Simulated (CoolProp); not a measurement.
Vapour-liquid equilibrium of ethylene (1) + isobutane (2) at 0.0538 MPa; x and y are mole fractions of (1).

Values from CoolProp's multi-fluid Helmholtz-energy mixture model, Smukala 2000 and Bücker 2006; pair parameters Bell 2016.

```tsv
x	bubble temperature (K)	y at the bubble point	dew temperature at overall composition x (K)	liquid density (mol/L)
0.05	221.6	0.723	245.2	11.19
0.15	197.4	0.949	242.8	12.18
0.25	185.8	0.982	240.1	13.02
0.35	178.6	0.992	237.2	13.85
0.45	173.5	0.996	234.0	14.71
0.55	169.5	0.998	230.2	15.62
0.65	166.4	0.999	225.6	16.61
0.75	163.9	0.999	219.9	17.67
0.85	161.9	1.000	211.9	18.82
0.95	160.1	1.000	197.1	20.07
```

No azeotrope shows between x = 0.05 and 0.95.

The pair parameters rest on a limited set of measurements; away from them the model extrapolates.
